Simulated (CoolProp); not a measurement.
Saturation properties of R227EA.

Model: reference Helmholtz-energy equation of state, Lemmon 2016, in CoolProp.

| T (K) | p (MPa) | vapour density (kg/m³) | liquid cp (kJ/(kg K)) | surface tension (mN/m) | liquid viscosity (µPa s) |
|---|---|---|---|---|---|
| 224.6 | 0.01974 | 1.825 | 1.023 | 16.2 | 658 |
| 233.8 | 0.03330 | 2.979 | 1.038 | 15.0 | 575 |
| 242.9 | 0.05330 | 4.633 | 1.053 | 13.8 | 505 |
| 252 | 0.08192 | 6.943 | 1.070 | 12.6 | 445 |
| 261.2 | 0.1220 | 10.12 | 1.088 | 11.5 | 393 |
| 270.3 | 0.1754 | 14.30 | 1.108 | 10.3 | 348 |
| 279.4 | 0.2453 | 19.74 | 1.129 | 9.24 | 308 |
| 288.6 | 0.3358 | 26.81 | 1.153 | 8.14 | 272 |
| 297.7 | 0.4485 | 35.71 | 1.180 | 7.09 | 241 |
| 306.9 | 0.5893 | 47.07 | 1.212 | 6.05 | 212 |
| 316 | 0.7591 | 61.25 | 1.249 | 5.06 | 187 |
| 325.1 | 0.9632 | 79.16 | 1.294 | 4.10 | 164 |
| 334.3 | 1.209 | 102.3 | 1.355 | 3.17 | 142 |

It boils at 256.8 K under 1 atm.

Viscosity comes from a separate model (Huber 2003), an estimate that may be off by 10 % or more. Surface tension comes from a separate correlation (Mulero 2012).
